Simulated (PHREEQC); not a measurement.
A column of 0.1 m (40 cells, dispersivity 0.0035 m, 3600 s a shift, diffusion coefficient 3e-10 m²/s) holds 0.0064 eq of the database's cation exchanger X per kg of pore water, first in equilibrium with 0.00036 mol/kgw (NH4)2SO4, 0.011 mol/kgw Na2SO4 and 1e-05 mol/kgw HCl. It is flushed with 0.0051 mol/kgw MgSO4, 0.0036 mol/kgw KCl and 1e-05 mol/kgw HCl, at 40 °C. Values are for the last cell. CO2 from the air is kept out. No solid was allowed to form.

The numbers come from PHREEQC with the ion-association model, phreeqc.dat.

```json
[
 {"pore volumes": "0", "Mg in solution (mol/kgw)": "0", "K in solution (mol/kgw)": "0", "Na in solution (mol/kgw)": "0.0220", "NH4 in solution (mol/kgw)": "0.000720"},
 {"pore volumes": "0.1125", "Mg in solution (mol/kgw)": "0", "K in solution (mol/kgw)": "0", "Na in solution (mol/kgw)": "0.0220", "NH4 in solution (mol/kgw)": "0.000720"},
 {"pore volumes": "0.3125", "Mg in solution (mol/kgw)": "0", "K in solution (mol/kgw)": "0", "Na in solution (mol/kgw)": "0.0220", "NH4 in solution (mol/kgw)": "0.000720"},
 {"pore volumes": "0.4125", "Mg in solution (mol/kgw)": "0", "K in solution (mol/kgw)": "4.25e-12", "Na in solution (mol/kgw)": "0.0220", "NH4 in solution (mol/kgw)": "0.000720"},
 {"pore volumes": "0.6125", "Mg in solution (mol/kgw)": "0", "K in solution (mol/kgw)": "3.90e-8", "Na in solution (mol/kgw)": "0.0216", "NH4 in solution (mol/kgw)": "0.000706"},
 {"pore volumes": "0.7125", "Mg in solution (mol/kgw)": "0", "K in solution (mol/kgw)": "5.12e-7", "Na in solution (mol/kgw)": "0.0208", "NH4 in solution (mol/kgw)": "0.000681"},
 {"pore volumes": "0.9125", "Mg in solution (mol/kgw)": "0", "K in solution (mol/kgw)": "1.85e-5", "Na in solution (mol/kgw)": "0.0183", "NH4 in solution (mol/kgw)": "0.000628"},
 {"pore volumes": "1.012", "Mg in solution (mol/kgw)": "0", "K in solution (mol/kgw)": "7.83e-5", "Na in solution (mol/kgw)": "…", "NH4 in solution (mol/kgw)": "…"},
 {"pore volumes": "1.113", "Mg in solution (mol/kgw)": "…", "K in solution (mol/kgw)": "…", "Na in solution (mol/kgw)": "0.0154", "NH4 in solution (mol/kgw)": "0.000776"},
 {"pore volumes": "1.312", "Mg in solution (mol/kgw)": "…", "K in solution (mol/kgw)": "0.00276", "Na in solution (mol/kgw)": "0.0107", "NH4 in solution (mol/kgw)": "0.00147"},
 {"pore volumes": "1.413", "Mg in solution (mol/kgw)": "0.00126", "K in solution (mol/kgw)": "0.00390", "Na in solution (mol/kgw)": "0.00687", "NH4 in solution (mol/kgw)": "0.00125"},
 {"pore volumes": "1.613", "Mg in solution (mol/kgw)": "0.00370", "K in solution (mol/kgw)": "0.00379", "Na in solution (mol/kgw)": "0.00240", "NH4 in solution (mol/kgw)": "0.000495"},
 {"pore volumes": "1.712", "Mg in solution (mol/kgw)": "0.00425", "K in solution (mol/kgw)": "0.00373", "Na in solution (mol/kgw)": "0.00141", "NH4 in solution (mol/kgw)": "0.000309"},
 {"pore volumes": "1.913", "Mg in solution (mol/kgw)": "0.00480", "K in solution (mol/kgw)": "0.00367", "Na in solution (mol/kgw)": "0.000478", "NH4 in solution (mol/kgw)": "0.000119"},
 {"pore volumes": "2.013", "Mg in solution (mol/kgw)": "0.00492", "K in solution (mol/kgw)": "0.00365", "Na in solution (mol/kgw)": "0.000276", "NH4 in solution (mol/kgw)": "7.35e-5"},
 {"pore volumes": "2.112", "Mg in solution (mol/kgw)": "…", "K in solution (mol/kgw)": "0.00363", "Na in solution (mol/kgw)": "0.000159", "NH4 in solution (mol/kgw)": "4.53e-5"},
 {"pore volumes": "2.312", "Mg in solution (mol/kgw)": "0.00506", "K in solution (mol/kgw)": "0.00361", "Na in solution (mol/kgw)": "5.17e-5", "NH4 in solution (mol/kgw)": "1.71e-5"},
 {"pore volumes": "2.413", "Mg in solution (mol/kgw)": "0.00508", "K in solution (mol/kgw)": "0.00361", "Na in solution (mol/kgw)": "2.93e-5", "NH4 in solution (mol/kgw)": "1.04e-5"},
 {"pore volumes": "2.612", "Mg in solution (mol/kgw)": "0.00509", "K in solution (mol/kgw)": "0.00360", "Na in solution (mol/kgw)": "9.34e-6", "NH4 in solution (mol/kgw)": "3.87e-6"},
 {"pore volumes": "2.712", "Mg in solution (mol/kgw)": "0.00510", "K in solution (mol/kgw)": "0.00360", "Na in solution (mol/kgw)": "5.25e-6", "NH4 in solution (mol/kgw)": "…"},
 {"pore volumes": "2.913", "Mg in solution (mol/kgw)": "0.00510", "K in solution (mol/kgw)": "0.00360", "Na in solution (mol/kgw)": "1.65e-6", "NH4 in solution (mol/kgw)": "8.64e-7"},
 {"pore volumes": "3.013", "Mg in solution (mol/kgw)": "0.00510", "K in solution (mol/kgw)": "0.00360", "Na in solution (mol/kgw)": "9.18e-7", "NH4 in solution (mol/kgw)": "5.22e-7"}
]
```

Task: Some entries are withheld; supply them.

Result: 
- 1.012, Na in solution (mol/kgw): 0.0169
- 1.012, NH4 in solution (mol/kgw): 0.000650
- 1.113, Mg in solution (mol/kgw): 8.42e-13
- 1.113, K in solution (mol/kgw): 0.000303
- 1.312, Mg in solution (mol/kgw): 1.81e-5
- 2.112, Mg in solution (mol/kgw): 0.00499
- 2.712, NH4 in solution (mol/kgw): 2.35e-6

At this temperature some constants are extrapolated from 25 °C, and those without enthalpy data are left unchanged.
